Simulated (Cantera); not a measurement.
**Silicon oxide and oxynitride deposition: TEOS + O₂**

Feed: 1 mol TEOS, a varied amount of O₂, at 1398.15 K and 2.60 mbar.

Cantera equilibrium calculation (NASA polynomials, part measured and part estimated; ideal gas, pure solids and liquids). Candidate condensed phases: C, C₆H₆, C₇H₈, C₈H₁₈, H₂O, Si, SiC, SiO₂; 123 gas species. The feed counts by its element totals alone. Mutual solubility and eutectic melting of coexisting phases are not modelled. The tables hold silica as quartz up to 1696 K and as liquid above; real silica turns to tridymite and cristobalite and melts near 1996 K. The numbers say what is thermodynamically allowed, not how fast it happens.

From 0.65 mol O₂ to 1.4 mol O₂ the condensed part is C(graphite) + SiC(s). From 1.7 mol O₂ to 2.8 mol O₂ the condensed part is SiC(s) + SiO₂(β-quartz). The main Si-bearing gas is SiO throughout.

```
n(O₂) (mol)   x H₂   x CO     x SiO      x H    x H₂O  n C(graphite)  n SiC(s)  n SiO₂(β-quartz)
-----------  -----  -----  --------  -------  -------  -------------  --------  ----------------
0.65         0.654  0.346  0.000429  7.52e-5  2.22e-6           1.71     0.993                 0
1            0.625  0.375  0.000464  7.35e-5  2.30e-6           1.01     0.993                 0
1.4          0.595  0.404  0.000501  7.17e-5  2.37e-6          0.217     0.992                 0
1.7          0.581  0.416   0.00288  7.09e-5  5.61e-6              0     0.850             0.100
2.1          0.572  0.425   0.00286  7.04e-5  5.57e-6              0     0.583             0.367
2.4          0.566  0.431   0.00284  7.00e-5  5.53e-6              0     0.383             0.567
2.8          0.558  0.440   0.00282  6.94e-5  5.49e-6              0     0.116             0.833
```
x: gas mole fraction; n: condensed amount in mol.
